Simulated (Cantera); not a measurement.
Input (Python, Cantera) and output of one run.

```python
import numpy as np
import cantera as ct

gas_names = [...]  # 151 gases of nasa_gas.yaml made of C, H, N, O, Si
cond_names = """
    C(gr) C6H6(L) C7H8(L) C8H18(L),n-octa H2O(s) H2O(L) Si(cr) Si(L) SiC(b) SiO2(Lqz) SiO2(hqz) SiO2(L)
    Si2N2O(s) Si3N4(a)
""".split()


# ... load() reads the species with a 1 bar reference pressure and builds the phases ...
atoms = {
    'TEOS': {'Si': 1, 'C': 8, 'H': 20, 'O': 4},
    'N2O': {'N': 2, 'O': 1},
    'N2': {'N': 2},
}
top_T = {'C(gr)': 4500, 'SiC(b)': 3050, 'Si2N2O(s)': 2100, 'Si3N4(a)': 2400}  # K; cautious upper limits of use, not melting points


# ... equilibrate(T, P, feed) seeds the gas with the atoms and calls Mixture.equilibrate('TP', solver="vcs", rtol=1e-11, max_steps=5000) ...
results = []
T = 925  # K
P = 10000  # Pa
for m in [17, 21, 26, 31, 38, 47, 58, 71, 87, 110]:
    feed = {'TEOS': 1, 'N2O': 3.9, 'N2': m}  # mol
    mix = equilibrate(T, P, feed)
    results.append((T, P, feed, dict(zip(mix.species_names, mix.species_moles))))
    x = sorted(zip(gas.X, gas.species_names), reverse=True)
    print(f"T = {T:g} K  P = {P:g} Pa  n(N2) = {m:g} mol  gas = {mix.phase_moles(0):.4g} mol")
    print("   x: " + "  ".join(f"{s} {v:.3e}" for v, s in x if v > 1e-05))
    print("   condensed (mol): " + ("  ".join(f"{mix.phase(i).name} {mix.phase_moles(i):.4g}"
          for i in range(1, mix.n_phases) if mix.phase_moles(i) > 1e-12) or "none"))
```

Output:

```
T = 925 K  P = 10000 Pa  n(N2) = 17 mol  gas = 36.31 mol
   x: N2 5.756e-01  H2 2.665e-01  CO 1.443e-01  CO2 6.257e-03  H2O 5.715e-03  CH4 1.611e-03  NH3 1.038e-05
   condensed (mol): C(gr) 2.476  SiO2(hqz) 1
T = 925 K  P = 10000 Pa  n(N2) = 21 mol  gas = 40.35 mol
   x: N2 6.171e-01  H2 2.405e-01  CO 1.312e-01  CO2 5.174e-03  H2O 4.690e-03  CH4 1.313e-03
   condensed (mol): C(gr) 2.445  SiO2(hqz) 1
T = 925 K  P = 10000 Pa  n(N2) = 26 mol  gas = 45.39 mol
   x: N2 6.587e-01  H2 2.144e-01  CO 1.179e-01  CO2 4.176e-03  H2O 3.757e-03  CH4 1.043e-03
   condensed (mol): C(gr) 2.413  SiO2(hqz) 1
T = 925 K  P = 10000 Pa  n(N2) = 31 mol  gas = 50.43 mol
   x: N2 6.921e-01  H2 1.935e-01  CO 1.070e-01  CO2 3.444e-03  H2O 3.079e-03  CH4 8.497e-04
   condensed (mol): C(gr) 2.386  SiO2(hqz) 1
T = 925 K  P = 10000 Pa  n(N2) = 38 mol  gas = 57.47 mol
   x: N2 7.291e-01  H2 1.703e-01  CO 9.485e-02  CO2 2.705e-03  H2O 2.401e-03  CH4 6.579e-04
   condensed (mol): C(gr) 2.356  SiO2(hqz) 1
T = 925 K  P = 10000 Pa  n(N2) = 47 mol  gas = 66.51 mol
   x: N2 7.653e-01  H2 1.475e-01  CO 8.277e-02  CO2 2.060e-03  H2O 1.815e-03  CH4 4.940e-04
   condensed (mol): C(gr) 2.325  SiO2(hqz) 1
T = 925 K  P = 10000 Pa  n(N2) = 58 mol  gas = 77.55 mol
   x: N2 7.982e-01  H2 1.269e-01  CO 7.165e-02  CO2 1.543e-03  H2O 1.351e-03  CH4 3.652e-04
   condensed (mol): C(gr) 2.296  SiO2(hqz) 1
T = 925 K  P = 10000 Pa  n(N2) = 71 mol  gas = 90.58 mol
   x: N2 8.269e-01  H2 1.089e-01  CO 6.184e-02  CO2 1.149e-03  H2O 1.001e-03  CH4 2.689e-04
   condensed (mol): C(gr) 2.27  SiO2(hqz) 1
T = 925 K  P = 10000 Pa  n(N2) = 87 mol  gas = 106.6 mol
   x: N2 8.526e-01  H2 9.268e-02  CO 5.293e-02  CO2 8.421e-04  H2O 7.291e-04  CH4 1.949e-04
   condensed (mol): C(gr) 2.247  SiO2(hqz) 1
T = 925 K  P = 10000 Pa  n(N2) = 110 mol  gas = 129.6 mol
   x: N2 8.786e-01  H2 7.637e-02  CO 4.386e-02  CO2 5.782e-04  H2O 4.979e-04  CH4 1.323e-04
   condensed (mol): C(gr) 2.222  SiO2(hqz) 1
```

Method: chemical equilibrium by Gibbs-energy minimisation in Cantera with the NASA 1993 tables (ideal gas, pure condensed phases). The feed counts by its element totals alone.
